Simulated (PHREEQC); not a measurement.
0.14 g of hydrous ferric oxide (600 m²/g; 0.2 weak and 0.005 strong sites per Fe, Dzombak-Morel constants, diffuse double layer) in 1 kg of water with 0.005 mol/kgw of an inert sodium salt, at 25 °C; the pH is set by adding NaOH or the inert anion's acid. Oxygen is held at 0.21 atm. The system is closed to CO2. Nothing may precipitate in this run.

Base run: PHREEQC, ion-association model, wateq4f.dat. Each further column changes one thing. The table gives surface charge σ (C/m²).

```tsv
pH	base	background salt from 0.005 to 0.0005 mol/kgw	oxide from 0.14 to 0.7 g/kgw	0.00023 mol/kgw NaF added
4	0.183	0.098	0.186	0.099
5	0.090	0.039	0.091	0.054
6	0.038	0.014	0.038	0.027
7	0.013	0.004	0.013	0.011
8	0.001	0.000	0.001	0.001
9	-0.009	-0.003	-0.009	-0.010
10	-0.030	-0.012	-0.031	-0.031
11	-0.081	-0.049	-0.082	-0.082
12	-0.215	-0.198	-0.216	-0.216
```
